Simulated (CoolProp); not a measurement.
Properties of nitrogen along the isobar 101 kPa.

Values from CoolProp's reference Helmholtz-energy equation of state, Span 2000.

```
T (°C)   phase       Z  cp (kJ/(kg K))  cv (kJ/(kg K))  isothermal compressibility (1/MPa)  expansivity (1/kK)
-------  -----  ------  --------------  --------------  ----------------------------------  ------------------
-156.95    gas  0.9873           1.059          0.7473                               10.03               8.935
-150.85    gas  0.9891           1.056          0.7464                               10.01               8.447
-144.85    gas  0.9906           1.054          0.7457                               9.996               8.019
-138.75    gas  0.9918           1.052          0.7451                               9.983               7.628
-132.65    gas  0.9928           1.050          0.7447                               9.973               7.276
-126.65    gas  0.9937           1.049          0.7444                               9.964               6.961
-120.55    gas  0.9945           1.048          0.7441                               9.956               6.669
-114.45    gas  0.9951           1.047          0.7438                               9.949               6.401
-108.45    gas  0.9957           1.046          0.7437                               9.944               6.159
-102.35    gas  0.9962           1.046          0.7435                               9.939               5.931
-96.25     gas  0.9966           1.045          0.7434                               9.935               5.719
-90.15     gas  0.9970           1.045          0.7433                               9.931               5.523
-84.15     gas  0.9973           1.044          0.7432                               9.928               5.343
```
